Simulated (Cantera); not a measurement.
Charge: 1 mol CuO, 1.3 mol HF, 41 mol H2, at 10000 Pa.

Cantera equilibrium calculation (NASA polynomials, part measured and part estimated; ideal gas, pure solids and liquids). Candidate condensed phases: Cu, CuF2, CuO, Cu(OH)2, Cu2O, H2O; 27 gas species. Equilibrium is a limit: real reactors are often held back by kinetics, nucleation or transport. All values below are at 875 °C.

Base state: H2 0.946, HF 0.0307, H2O 0.0236 (mole fractions); condensed: Cu(s).

**Question.** What changes in the equilibrium state with this change: CuO replaced by MgO?

**Answer.** 
| species | before | after |
|---|---|---|
| H2 | 0.946 | 0.981 |
| H2O | 0.0236 | 0.0121 |
| HF | 0.0307 | 0.00685 |
| Cu(s), mol | 1.000 | 0 |
| MgF2(s), mol | 0 | 0.507 |
| MgO(s), mol | 0 | 0.493 |
Mutual solubility and eutectic melting of coexisting phases are not modelled. Further candidate phases: Mg, MgF2, MgO, Mg(OH)2.
